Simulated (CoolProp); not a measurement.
500 sccm (0 °C, 1 atm) of nitrogen bubbles through liquid m-xylene at 354.4 K and leaves saturated at a total pressure of 0.15 MPa (ideal gas phase). Each further row changes one setting.

Values from CoolProp's reference Helmholtz-energy equation of state, Zhou 2012.

| case | vapour pressure (kPa) | mole fraction of vapour | delivery (mg/min) | delivery (sccm) | change of delivery for a bath 1 K warmer (%) |
|---|---|---|---|---|---|
| as stated | 15.9 | 0.106 | 280 | 59.1 | 4.4 |
| bath temperature 359.4 K | 19.1 | 0.128 | 347 | 73.2 | 4.3 |
| total pressure 0.3 MPa | 15.9 | 0.0529 | 132 | 27.9 | 4.1 |
